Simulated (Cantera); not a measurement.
Adiabatic ignition

An adiabatic, constant-pressure homogeneous reactor starts with H2 : O2 : N2 = 1 : 1.14 : 4.27 (molar parts), equivalence ratio 0.44, at 1348 K and 0.780 bar.

Computed with Cantera and GRI-Mech 3.0 (53 species, 325 reactions).

| t (s) | T (K) | x H2 | x O2 | x H2O | x NO2 | x N2O | x NO |
|---|---|---|---|---|---|---|---|
| 3.00e-6 | 1348 | 0.156 | 0.178 | 5.51e-8 | <1e-12 | <1e-12 | <1e-12 |
| 1.03e-5 | 1348 | 0.156 | 0.178 | 5.25e-6 | <1e-12 | <1e-12 | <1e-12 |
| 3.54e-5 | 1572 | 0.0199 | 0.105 | 0.107 | 7.12e-10 | 6.90e-8 | 4.23e-6 |
| 0.000122 | 2121 | 0.00895 | 0.100 | 0.142 | 1.12e-8 | 2.25e-7 | 4.64e-5 |
| 0.000418 | 2337 | 0.00271 | 0.104 | 0.158 | 7.23e-8 | 4.48e-7 | 0.000137 |
| 0.00144 | 2369 | 0.00173 | 0.105 | 0.161 | 2.24e-7 | 4.94e-7 | 0.000351 |
| 0.00493 | 2368 | 0.00172 | 0.104 | 0.161 | 6.59e-7 | 4.93e-7 | 0.00103 |
| 0.0169 | 2364 | 0.00169 | 0.103 | 0.161 | 2.01e-6 | 4.95e-7 | 0.00314 |
| 0.0582 | 2356 | 0.00164 | 0.101 | 0.161 | 5.01e-6 | 5.10e-7 | 0.00786 |
| 0.200 | 2350 | 0.00161 | 0.0994 | 0.162 | 7.16e-6 | 5.31e-7 | 0.0112 |
x: mole fraction; the columns are a selection and need not sum to one.

The time of steepest temperature rise is 31.7 µs. The temperature at 0.200 s is 2350 K, the equilibrium temperature is 2350 K and the x(H2) at 0.200 s comes out as 0.00161 (gas-phase equilibrium 0.00160). The x(O2) at 0.200 s is 0.0994 (gas-phase equilibrium 0.0993) and the x(H2O) at 0.200 s is 0.162 (gas-phase equilibrium 0.162).
